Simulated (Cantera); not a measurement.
A Cantera script and what it prints.

```python
import numpy as np
import cantera as ct

gas_names = """
    H HI H2 I I2 Na NaH NaI Na2
""".split()
cond_names = """
    I2(cr) I2(L) Na(cr) Na(L) NaI(s) NaI(L)
""".split()


def load(file, names, dense=False):
    # The tables refer to 1 bar. Condensed volumes are neglected.
    table = {s.name: s for s in ct.Species.list_from_file(file)}
    out = []
    for n in names:
        d = dict(table[n].input_data)
        d["thermo"] = dict(d["thermo"], **{"reference-pressure": 1e5})
        if dense:
            d["equation-of-state"] = {"model": "constant-volume", "density": "1e6 g/cm^3"}
        out.append(ct.Species.from_dict(d))
    return out


gas = ct.Solution(thermo="ideal-gas", species=load("nasa_gas.yaml", gas_names))
cond = {s.name: ct.Solution(thermo="fixed-stoichiometry", species=[s], name=s.name)
        for s in load("nasa_condensed.yaml", cond_names, dense=True)}
atoms = {
    'NaI': {'Na': 1, 'I': 1},
    'H2': {'H': 2},
}
top_T = {}  # K; cautious upper limits of use, not melting points


def equilibrate(T, P, feed):
    n = {}
    for name, mol in feed.items():
        for a, k in atoms[name].items():
            n[a] = n.get(a, 0.0) + k * mol
    gas.TPX = T, P, n
    mass = sum(n.values()) * gas.mean_molecular_weight
    gas.equilibrate("TP")
    valid = [c for c in cond.values() if c.min_temp <= T <= top_T.get(c.name, c.max_temp)]
    mix = ct.Mixture([(gas, mass / gas.mean_molecular_weight)] + [(c, 0.0) for c in valid])
    mix.T, mix.P = T, P
    mix.equilibrate("TP", solver="vcs", rtol=1e-11, max_steps=5000)
    return mix


results = []
feed = {'NaI': 1, 'H2': 13}  # mol
P = 13332.2  # Pa
for T in [848, 948, 1048, 1148, 1248, 1348, 1448, 1548]:
    mix = equilibrate(T, P, feed)
    results.append((T, P, feed, dict(zip(mix.species_names, mix.species_moles))))

top = {s: max(r[3][s] / sum(r[3][g] for g in gas_names) for r in results) for s in gas_names}
cols = sorted((s for s in top if top[s] > 0.0001), key=lambda s: -top[s])[:7]
seen = [c for c in cond_names if any(r[3].get(c, 0) > 1e-12 for r in results)]
print("log10 of partial pressures in bar; condensed amounts in mol")
print(f"{'T/K':>10s}" + "".join(f"{s[:9]:>10s}" for s in cols + seen))
for T, P, feed, n in results:
    ng = sum(n[g] for g in gas_names)
    print(f"{T:10.4g}" + "".join(f"{np.log10(max(n[s] / ng * P / 1e5, 1e-99)):10.3f}" for s in cols)
          + "".join(f"{n.get(c, 0):10.4g}" for c in seen))
```

It prints:

```
log10 of partial pressures in bar; condensed amounts in mol
       T/K        H2       NaI        Na         I        HI    NaI(s)    NaI(L)
       848    -0.875    -4.734    -8.261   -10.593    -8.262    0.9982         0
       948    -0.876    -3.535    -6.937    -8.732    -6.944         0    0.9715
      1048    -0.882    -2.686    -5.924    -7.288    -5.943         0    0.7958
      1148    -0.907    -2.022    -5.103    -6.115    -5.147         0         0
      1248    -0.907    -2.022    -4.677    -5.424    -4.762         0         0
      1348    -0.907    -2.024    -4.302    -4.847    -4.447         0         0
      1448    -0.908    -2.026    -3.967    -4.363    -4.190         0         0
      1548    -0.908    -2.032    -3.665    -3.953    -3.978         0         0
```

Cantera equilibrium calculation (NASA polynomials, part measured and part estimated; ideal gas, pure solids and liquids). Gases not in the tables: NaBr and NaI dimers.
